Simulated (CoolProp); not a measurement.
Computed with CoolProp (reference Helmholtz-energy equation of state, Lemmon 2006). It is a short technical equation, of lower accuracy than the large ones.

**Question.** For toluene, give the phase and the Joule-Thomson coefficient (K/MPa), expansivity (1/kK) at 620 K and 20.1 MPa.

**Answer.** 
- 620 K and 20.1 MPa: supercritical; Joule-Thomson coefficient 0.156, expansivity 2.00
